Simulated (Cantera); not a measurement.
An isothermal, constant-pressure homogeneous reactor starts with CH4 : H2O : H2 : N2 = 1 : 1.2 : 0.67 : 0.012 (molar parts), at 1525 K and 3750 Torr.

Computed with Cantera and GRI-Mech 3.0 (53 species, 325 reactions).

x: mole fraction; the columns are a selection and need not sum to one.

| t (s) | x CH4 | x H2O | x H2 | x C2H6 | x CH2 | x O2 |
|---|---|---|---|---|---|---|
| 9.00e-5 | 0.347 | 0.416 | 0.233 | 6.25e-5 | 6.34e-10 | <1e-12 |
| 0.000361 | 0.346 | 0.416 | 0.233 | 0.000262 | 8.66e-10 | <1e-12 |
| 0.00145 | 0.344 | 0.416 | 0.235 | 0.000483 | 1.12e-9 | <1e-12 |
| 0.00580 | 0.334 | 0.414 | 0.243 | 0.000480 | 1.16e-9 | <1e-12 |
| 0.0232 | … | 0.403 | … | … | … | <1e-12 |
| 0.0932 | 0.220 | 0.379 | 0.347 | 0.000285 | 1.79e-9 | <1e-12 |
| 0.373 | 0.172 | 0.351 | 0.402 | 0.000269 | 1.91e-9 | <1e-12 |
| 1.50 | 0.165 | 0.303 | 0.444 | 0.000227 | 1.35e-9 | <1e-12 |
| 6.00 | 0.140 | 0.223 | 0.521 | 0.000140 | 7.16e-10 | <1e-12 |

### Question
Fill in the missing entries.

### Answer

- 0.0232, x CH4: 0.299
- 0.0232, x H2: 0.275
- 0.0232, x C2H6: 0.000394
- 0.0232, x CH2: 1.35e-9
